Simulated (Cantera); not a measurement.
Charge: 1 mol Cr, 9.4 mol NH₃, 4.2 mol N₂, 0.077 mol H₂O, held at 1.33 mbar.

Cantera equilibrium calculation (NASA polynomials, part measured and part estimated; ideal gas, pure solids and liquids). Candidate condensed phases: Cr, CrN, Cr₂N, Cr₂O₃, H₂O; 29 gas species. Mutual solubility and eutectic melting of coexisting phases are not modelled. The numbers say what is thermodynamically allowed, not how fast it happens.

Problem. Which condensed phases are stable at each of these points (T (°C)): 650, 700, 750, 800, 850, 900, 950, 1000, 1050, 1100, 1150?

Solution. 
| T (°C) | condensed phases | Cr condensed (%) |
|---|---|---|
| 650 | CrN(s) + Cr₂O₃(s) | 100.0 |
| 700 | Cr₂N(s) + Cr₂O₃(s) | 100.0 |
| 750 | Cr₂N(s) + Cr₂O₃(s) | 100.0 |
| 800 | Cr₂N(s) + Cr₂O₃(s) | 100.0 |
| 850 | Cr₂N(s) + Cr₂O₃(s) | 100.0 |
| 900 | Cr₂N(s) + Cr₂O₃(s) | 100.0 |
| 950 | Cr(s) + Cr₂O₃(s) | 100.0 |
| 1000 | Cr(s) + Cr₂O₃(s) | 100.0 |
| 1050 | Cr(s) + Cr₂O₃(s) | 100.0 |
| 1100 | Cr(s) + Cr₂O₃(s) | 99.9 |
| 1150 | Cr(s) + Cr₂O₃(s) | 99.8 |

At 650 °C the condensed part is CrN(s) + Cr₂O₃(s). From 700 °C to 900 °C the condensed part is Cr₂N(s) + Cr₂O₃(s). From 950 °C to 1150 °C the condensed part is Cr(s) + Cr₂O₃(s).
